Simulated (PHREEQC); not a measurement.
A made-up water analysis in mg/L, 25 °C, pH 6.13, pe 10.5:

| constituent | mg/L |
|---|---|
| Na | 1.23 |
| K | 0.748 |
| Ca | 0.992 |
| Mg | 0.577 |
| Cl | 1 |
| S(6) as SO4 | 3.13 |
| Alkalinity as HCO3 | 4.34 |
| O(0) (dissolved oxygen) | 0.00444 |
| Sr | 0.304 |
| B | 0.0182 |
| Pb | 0.0169 |

Na is adjusted to close the charge balance.
Valence states are taken as typed.

The numbers come from PHREEQC with the ion-association model, wateq4f.dat.

Each row changes one thing in this solution. No solid was allowed to form.

```tsv
case	CO2 (mol/kgw)	HCO3- (mol/kgw)	MgSO4 (mol/kgw)	CaSO4 (mol/kgw)	Pb+2 (mol/kgw)	CaHCO3+ (mol/kgw)	SI of Pb(OH)2 (Pb(OH)2)	SI of Anglesite (PbSO4)
as made	0.000117	7.18e-5	1.54e-7	1.37e-7	6.99e-8	2.09e-8	-3.08	-3.92
all concentrations times 2 at the same typed pH	0.000232	0.000143	5.72e-7	5.09e-7	…	8.04e-8	-2.83	-3.39
pH from 6.13 to 5.83 at the same alkalinity	0.000237	…	1.54e-7	1.37e-7	7.29e-8	2.12e-8	…	-3.90
```

Q: Fill in the missing entries.

A: 
- all concentrations times 2 at the same typed pH, Pb+2 (mol/kgw): 1.26e-7
- pH from 6.13 to 5.83 at the same alkalinity, HCO3- (mol/kgw): 7.26e-5
- pH from 6.13 to 5.83 at the same alkalinity, SI of Pb(OH)2 (Pb(OH)2): -3.66
